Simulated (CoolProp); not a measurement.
Ethane at several states: Z from the reference equation and from simpler models built on Tc = 32.2 °C, pc = 48.72 bar, ω = 0.099; each cubic takes its own stable root.

The numbers come from the reference Helmholtz-energy equation of state, Bücker 2006 in CoolProp.

```csv
T (°C),p (bar),phase,reference,van der Waals,Redlich-Kwong
-91.85,2.44,liquid,___,___,___
178.35,0.688,gas,0.9987,0.9985,0.9986
-80.75,51.4,liquid,0.1792,___,___
-4.55,0.223,gas,0.9977,0.9982,0.9978
```

What belongs in the gaps?


- -91.85, reference: 0.008881
- -91.85, van der Waals: 0.9480
- -91.85, Redlich-Kwong: 0.009246
- -80.75, van der Waals: 0.2706
- -80.75, Redlich-Kwong: 0.1865

At some of these states van der Waals gives the other phase, because its saturation line lies elsewhere.
